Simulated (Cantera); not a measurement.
## Equilibrium for silicon nitride deposition: trisilylamine + NH3

A closed system holds: 1 mol trisilylamine, a varied amount of NH3, at 530 Pa.

These are equilibrium values from Cantera (NASA tables, ideal gas, pure condensed phases), not measurements of a reactor. Candidate condensed phases: Si, Si3N4; 18 gas species. The feed counts by its element totals alone. Mutual solubility and eutectic melting of coexisting phases are not modelled. Rates play no part.

Stable condensed phases:

```
T in K \ n(NH3) in mol
         1.2 2.2 3.1 4.1   5   6 6.9 7.9 8.8
   1925    A   A   A   A   A   A   A   A   A
   1850    A   A   A   A   A   A   A   A   A
   1775    A   A   A   A   A   A   A   A   A
   1700    A   A   A   A   A   A   A   A   A
   1625    B   B   B   B   B   C   C   C   C
   1550    B   B   B   C   C   C   C   C   C
   1475    B   B   C   C   C   C   C   C   C
   1400    B   B   C   C   C   C   C   C   C
   1325    B   B   C   C   C   C   C   C   C
   1250    B   B   C   C   C   C   C   C   C
   1175    B   B   C   C   C   C   C   C   C
   1100    B   B   C   C   C   C   C   C   C
```

A: Si; B: Si + Si3N4; C: Si3N4.
